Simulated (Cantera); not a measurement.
## Hydrocarbon pyrolysis for carbon deposition

An isothermal, constant-pressure homogeneous reactor starts with 38.5 % C₂H₆, 61.5 % N₂, at 1348 K and 0.000276 atm.

Cantera simulation using GRI-Mech 3.0 (53 species, 325 reactions); the numbers are that mechanism's predictions, not measurements. GRI-Mech 3.0 stops at C3 and has no aromatics, soot or wall deposition, so with more carbon than oxygen in the feed, carbon stays in small species such as C2H2 where larger ones or solid carbon would form. Radical loss at walls, strong at low pressure, is not modelled.

```json
[
 {"t (s)": "0.000300", "x C₂H₆": "0.385", "x HCN": "<1e-12", "x C₂H₂": "<1e-12", "x C₂H₄": "8.20e-9", "x CH₄": "3.31e-7", "x H₂": "6.33e-9"},
 {"t (s)": "0.00111", "x C₂H₆": "0.384", "x HCN": "<1e-12", "x C₂H₂": "<1e-12", "x C₂H₄": "4.01e-7", "x CH₄": "4.51e-6", "x H₂": "2.96e-7"},
 {"t (s)": "0.00413", "x C₂H₆": "0.384", "x HCN": "<1e-12", "x C₂H₂": "1.68e-10", "x C₂H₄": "1.98e-5", "x CH₄": "6.00e-5", "x H₂": "1.82e-5"},
 {"t (s)": "0.0153", "x C₂H₆": "0.380", "x HCN": "5.31e-11", "x C₂H₂": "2.00e-7", "x C₂H₄": "0.000900", "x CH₄": "0.000729", "x H₂": "0.000864"},
 {"t (s)": "0.0569", "x C₂H₆": "0.344", "x HCN": "2.97e-9", "x C₂H₂": "0.000124", "x C₂H₄": "0.0192", "x CH₄": "0.00833", "x H₂": "0.0167"},
 {"t (s)": "0.211", "x C₂H₆": "0.157", "x HCN": "1.45e-8", "x C₂H₂": "0.00871", "x C₂H₄": "0.114", "x CH₄": "0.0748", "x H₂": "0.0964"},
 {"t (s)": "0.783", "x C₂H₆": "0.00654", "x HCN": "2.96e-8", "x C₂H₂": "0.0628", "x C₂H₄": "0.133", "x CH₄": "0.157", "x H₂": "0.181"},
 {"t (s)": "2.91", "x C₂H₆": "0.000199", "x HCN": "3.05e-8", "x C₂H₂": "0.102", "x C₂H₄": "0.0918", "x CH₄": "0.152", "x H₂": "0.220"},
 {"t (s)": "10.8", "x C₂H₆": "1.17e-5", "x HCN": "2.98e-8", "x C₂H₂": "0.127", "x C₂H₄": "0.0623", "x CH₄": "0.147", "x H₂": "0.243"},
 {"t (s)": "40.0", "x C₂H₆": "2.19e-6", "x HCN": "2.91e-8", "x C₂H₂": "0.150", "x C₂H₄": "0.0351", "x CH₄": "0.143", "x H₂": "0.263"}
]
```
x: mole fraction; the columns are a selection and need not sum to one.

Equilibrium at this temperature and pressure: C₂H₆ 1.20e-10, HCN 0.0960, C₂H₂ 0.169, C₂H₄ 3.15e-5, CH₄ 0.000173, H₂ 0.435 (gas phase only).
